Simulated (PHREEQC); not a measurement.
3.4 g of hydrous ferric oxide (600 m²/g; 0.2 weak and 0.005 strong sites per Fe, Dzombak-Morel constants, diffuse double layer) in 1 kg of water with 0.01 mol/kgw of an inert sodium salt and 0.19 mmol/kgw MgCl2, 1.1 mmol/kgw MnCl2 and 0.013 mmol/kgw Na2SO4, at 25 °C; the pH is set by adding NaOH or the inert anion's acid. The system is closed to oxygen. The system is closed to CO2. No solid was allowed to form.

Base run: PHREEQC, ion-association model, wateq4f.dat. Each further column changes one thing. The table gives S sorbed (%).

```
pH    base  no electrostatic term (-no_edl)  background salt from 0.01 to 0.001 mol/kgw  oxide from 3.4 to 17 g/kgw
---  -----  -------------------------------  ------------------------------------------  --------------------------
3    100.0                              1.2                                       100.0                       100.0
3.5  100.0                              1.2                                       100.0                       100.0
4    100.0                              1.2                                       100.0                       100.0
4.5  100.0                              1.2                                       100.0                       100.0
5    100.0                              1.3                                       100.0                       100.0
5.5   99.8                              1.3                                        99.9                       100.0
6     99.1                              1.3                                        99.5                        99.8
6.5   95.4                              1.4                                        97.1                        99.0
7     80.1                              1.7                                        85.9                        94.1
7.5   44.3                              2.0                                        53.1                        67.2
8     11.0                              2.1                                        14.1                        19.7
8.5    1.5                              1.7                                         1.9                         2.8
9      0.2                              1.1                                         0.2                         0.3
```

The oxide is taken as insoluble; below pH 4 it would dissolve.
